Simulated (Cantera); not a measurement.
A jet of CH₄ : O₂ : N₂ = 0.023 : 0.18 : 0.79 (molar parts), equivalence ratio 0.26 at 300 K and 0.118 atm hits a platinum plate 2 cm away at a mass flux of 0.1 kg/m²/s; the plate temperature is set and raised in steps from an oxygen-covered start.

Model: Deutschmann's 1995 Pt surface mechanism with GRI-Mech 3.0 gas chemistry, integrated in Cantera. Catalytic surfaces can have several steady states; this one follows from the mechanism file's or the stated starting coverage.

One state of this run: wall x CH₄ = 0.0135; wall x O₂ = 0.161; wall x H₂O = 0.0180; wall x OH = 1.74e-7; wall x CO = 8.50e-6; wall x CO₂ = 0.0118; θ free Pt = 0.290; θ O* = 0.709. x: mole fraction at the wall; θ: surface coverage.

Which value of plate T (K) does it belong to?
A) 1100
B) 950
C) 1200
D) 1000

D, 1000
